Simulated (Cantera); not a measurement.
A closed system holds: 1 mol CaCl₂, 4.2 mol H₂O, 2.5 mol H₂, equilibrated at 1023 K and 68.0 Pa.

Method: chemical equilibrium by Gibbs-energy minimisation in Cantera with the NASA 1993 tables (ideal gas, pure condensed phases). Candidate condensed phases: Ca, CaCl₂, CaO, Ca(OH)₂, H₂O; 21 gas species. Mutual solubility and eutectic melting of coexisting phases are not modelled. Condensed phases not in the tables: oxide chlorides. Rates play no part.

Base state: H₂O 0.559, H₂ 0.358, HCl 0.0830, CaCl₂ 7.50e-5 (mole fractions); condensed: CaCl₂(s) + CaO(s).

Problem. What changes in the equilibrium state with this change: CaCl₂ replaced by CuF₂?

Solution. 
| species | before | after |
|---|---|---|
| H₂O | 0.559 | 0.545 |
| HF | 0 | 0.260 |
| H₂ | 0.358 | 0.195 |
| HCl | 0.0830 | 0 |
| CaCl₂ | 7.50e-5 | 0 |
| CaCl₂(s), mol | 0.710 | 0 |
| CaO(s), mol | 0.290 | 0 |
| Cu(s), mol | 0 | 1.000 |
Further candidate phases: Cu, CuF₂, CuO, Cu(OH)₂, Cu₂O.

Problem. What changes in the equilibrium state with this change: CaCl₂ replaced by FeCl₃?

Solution. 
```tsv
species	before	after
H₂O	0.559	0.401
HCl	0.0830	0.344
H₂	0.358	0.244
FeCl₂	0	0.0109
CaCl₂	7.50e-5	0
CaCl₂(s), mol	0.710	0
CaO(s), mol	0.290	0
FeO(s), mol	0	0.911
```
The tables' stoichiometric FeO is somewhat more stable than real wüstite, so its field is too wide. FeO: taken at fixed stoichiometry. Further candidate phases: Fe, FeCl₂, FeCl₃, FeO, Fe(OH)₂, Fe(OH)₃, Fe₂O₃, Fe₃O₄.
